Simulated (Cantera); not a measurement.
Feed: 1 mol Zr, 1 mol N2O, 88 mol H2, 26 mol N2, at 0.0100 bar.

These are equilibrium values from Cantera (NASA tables, ideal gas, pure condensed phases), not measurements of a reactor. Candidate condensed phases: H2O, Zr, ZrN, ZrO2; 28 gas species. Mutual solubility and eutectic melting of coexisting phases are not modelled. ZrN: taken at fixed stoichiometry. Condensed phases not in the tables: solid solutions among these carbides, nitrides and lower oxides. Rates play no part. All values below are at 2575 K.

Base state: H2 0.538, H 0.254, N2 0.203, ZrO 0.00397, H2O 0.000129, ZrO2 0.000103, Zr 3.56e-5, OH 1.37e-5 (mole fractions); condensed: ZrN(s) + ZrO2(tetragonal).

### Question
What changes in the equilibrium state with this change: pressure from 0.0100 bar to 0.0210 bar?

### Answer
| species | before | after |
|---|---|---|
| H2 | 0.538 | 0.601 |
| N2 | 0.203 | 0.211 |
| H | 0.254 | 0.185 |
| ZrO | 0.00397 | 0.00155 |
| Zr | 3.56e-5 | 1.15e-5 |
| ZrO2 | 0.000103 | 4.90e-5 |
| H2O | 0.000129 | 0.000175 |
| OH | 1.37e-5 | 1.22e-5 |
| ZrN(s), mol | 0.243 | 0.412 |
| ZrO2(tetragonal), mol | 0.214 | 0.383 |

### Question
What changes in the equilibrium state with this change: pressure from 0.0100 bar to 3.30e-6 bar?

### Answer
| species | before | after |
|---|---|---|
| H | 0.254 | 0.860 |
| N2 | 0.203 | 0.132 |
| ZrO | 0.00397 | 0.00420 |
| H2 | 0.538 | 0.00203 |
| H2O | 0.000129 | 2.63e-8 |
| O | 4.21e-6 | 0.000689 |
| N | 2.59e-6 | 0.000115 |
| ZrN(s), mol | 0.243 | 0 |
| ZrO2(tetragonal), mol | 0.214 | 0 |

### Question
What changes in the equilibrium state with this change: N2 from 26 to 1.9 mol?

### Answer
```
species                  before     after
---------------------  --------  --------
H2                        0.538     0.681
H                         0.254     0.286
N2                        0.203    0.0265
ZrO                     0.00397   0.00660
Zr                      3.56e-5   9.87e-5
OH                      1.37e-5   9.26e-6
H2O                    0.000129   9.80e-5
ZrO2                   0.000103  0.000103
ZrN(s), mol               0.243     0.143
ZrO2(tetragonal), mol     0.214     0.131
```
